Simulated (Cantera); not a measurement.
A perfectly stirred reactor is fed with CH4 : C2H6 : O2 : N2 = 1 : 0.032 : 4.22 : 15.9 (molar parts), at 230000 Pa; it is adiabatic with a 750 K inlet, and is followed from long to short residence time, starting on the burning branch (τ in s: 0.063, 0.035, 0.019, 0.011, 0.0059, 0.0033, 0.0018, 0.001, 0.00056, 0.00031, 0.00017, 9.6e-05).

Detailed kinetics in Cantera: GRI-Mech 3.0 (53 species, 325 reactions).

**Question.** Predict: blow-out, bracketed by the residence times tried; x(CH4) at τ = 63.0 ms; x(C2H6) at τ = 63.0 ms; x(O2) at τ = 63.0 ms; x(H2) at τ = 63.0 ms; x(NO) at τ = 63.0 ms; x(CH4) at τ = 1.80 ms; x(C2H6) at τ = 1.80 ms; x(O2) at τ = 1.80 ms; x(H2) at τ = 1.80 ms; x(NO) at τ = 1.80 ms.

**Answer.** blow-out, bracketed by the residence times tried: burning at 96.0 µs, the shortest tried
x(CH4) at τ = 63.0 ms: 7.62e-6
x(C2H6) at τ = 63.0 ms: 5.20e-8
x(O2) at τ = 63.0 ms: 0.0994
x(H2) at τ = 63.0 ms: 4.42e-5
x(NO) at τ = 63.0 ms: 2.34e-5
x(CH4) at τ = 1.80 ms: 8.13e-5
x(C2H6) at τ = 1.80 ms: 6.70e-7
x(O2) at τ = 1.80 ms: 0.0999
x(H2) at τ = 1.80 ms: 0.000374
x(NO) at τ = 1.80 ms: 9.76e-6
